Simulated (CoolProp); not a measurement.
Vapour-liquid equilibrium of carbon dioxide (1) + CHF3 (R23) (2) at 272.6 K; x and y are mole fractions of (1).

Values from CoolProp's multi-fluid Helmholtz-energy mixture model, Span 1996 and Penoncello 2003; pair parameters Bell 2016.

**Question.** Give the bubble pressure and the first vapour's composition at x = 0.25, 0.45, 0.55. Is there an azeotrope?

**Answer.** x = 0.25: 2.766 MPa, y = 0.298; x = 0.45: 2.995 MPa, y = 0.505; x = 0.55: 3.098 MPa, y = 0.599. No azeotrope shows between x = 0.05 and 0.95.

Pair parameters are fitted to limited data, so mixtures are less certain than the pure fluids.
